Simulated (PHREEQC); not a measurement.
Consider water at 25 °C with 0.42 mol HF, 0.0011 mol NH4F and 0.00025 mol H4SiO4 per kg of water. It is in equilibrium with CO2 at log p = -3.4 (atm). Otherwise closed; pH follows from the charge balance.

Computed with PHREEQC (ion-association model, phreeqc.dat).

The pH is 1.60 and the ionic strength comes out as 0.0298 mol/kgw. The activity of water comes out as 0.993 and the total alkalinity is -420 meq/kg.

| species | molality | activity | log γ |
|---|---|---|---|
| HF | 0.373 | 0.376 | 0.003 |
| H+ | 0.0284 | 0.0249 | -0.058 |
| HF2- | 0.0171 | 0.0145 | -0.071 |
| F- | 0.0119 | 0.0101 | -0.073 |
| NH4+ | 0.00110 | 0.000921 | -0.077 |
| SiF6-2 | 0.000250 | 0.000133 | -0.274 |
| CO2 | 1.34e-5 | 1.36e-5 | 0.003 |

Precipitation was switched off in this run. Complexes and solids missing from the database can't appear. SiF6-2 is the database's only silicon fluoride.
